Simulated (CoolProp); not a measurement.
A single-stage vapour-compression cycle with propane: evaporating at 283.15 K (dew point), condensing at 329.15 K (bubble point), superheat 2 K, subcooling 5 K, compressor efficiency 0.65, no pressure losses. Each further row changes one setting.

Model: reference Helmholtz-energy equation of state, Lemmon 2009, in CoolProp.

| case | cooling COP | pressure ratio | discharge temperature (K) | refrigerating effect (kJ/kg) | volumetric capacity (kJ/m³) |
|---|---|---|---|---|---|
| as stated | 3.09 | 3.06 | 347.1 | 250 | 3400 |
| evaporating temperature 288.15 K | 3.62 | 2.66 | 345.0 | 255 | ? |
| condensing temperature 324.15 K | 3.62 | 2.75 | 340.9 | 265 | 3610 |
| subcooling 10 K | 3.28 | 3.06 | 347.1 | 265 | 3610 |
| superheat 12 K | 3.13 | 3.06 | ? | 268 | ? |
| compressor efficiency 0.55 | 2.61 | 3.06 | 353.3 | 250 | 3400 |

Task: What belongs in the gaps?

Result: 
- evaporating temperature 288.15 K, volumetric capacity (kJ/m³): 3990
- superheat 12 K, discharge temperature (K): 356.9
- superheat 12 K, volumetric capacity (kJ/m³): 3470
